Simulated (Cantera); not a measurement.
Diamond growth

A diamond (100) surface in a fixed gas of H2 with x(CH4) = 0.0056, x(CH3) = 0.0001, at 1400 K, 36.8 Torr; coverages are run to steady state.

Detailed kinetics in Cantera: the Harris–Goodwin 1993 mechanism for the reconstructed diamond (100) surface.

| x(H) | growth (µm/h) | θ c6HH | θ c6H* | θ c6*H | θ c6** |
|---|---|---|---|---|---|
| 0.0001 | 0.00404 | 0.712 | 0.0281 | 0.257 | 0.00315 |
| 0.00022 | 0.0231 | 0.583 | 0.0402 | 0.368 | 0.00883 |
| 0.00047 | 0.0925 | 0.478 | 0.0495 | 0.453 | 0.0190 |
| 0.001 | 0.266 | 0.408 | 0.0551 | 0.504 | 0.0326 |
| 0.0022 | 0.568 | 0.365 | 0.0579 | 0.530 | 0.0464 |
| 0.0047 | 0.902 | 0.344 | 0.0591 | 0.541 | 0.0562 |
| 0.01 | 1.22 | 0.333 | 0.0597 | 0.545 | 0.0622 |
| 0.022 | 1.59 | 0.327 | 0.0600 | 0.547 | 0.0655 |
| 0.047 | 2.10 | 0.325 | 0.0603 | 0.548 | 0.0672 |
θ: site fractions in the mechanism's names (c6HH fully hydrogenated, c6H* and c6*H radical sites, c6** diradical, c6HM methylated).
